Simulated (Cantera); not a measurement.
An isothermal, constant-pressure homogeneous reactor starts with 10.7 % H2, 89.3 % O2, at 1223 K and 0.825 Torr.

Model: GRI-Mech 3.0 (53 species, 325 reactions), integrated in Cantera. Radical loss at walls, strong at low pressure, is not modelled. The temperature is held fixed by assumption; the heat of reaction is taken as removed at once.

One state of this run: x H2 = 0.00165; x O2 = 0.855; x HO2 = 4.41e-7; x OH = 0.00500; x H2O2 = 1.59e-8. x: mole fraction; the columns are a selection and need not sum to one.

Task: Which value of t (s) does it belong to?
A. 0.232
B. 2.52
C. 0.0214
D. 0.00651

Result: B, 2.52
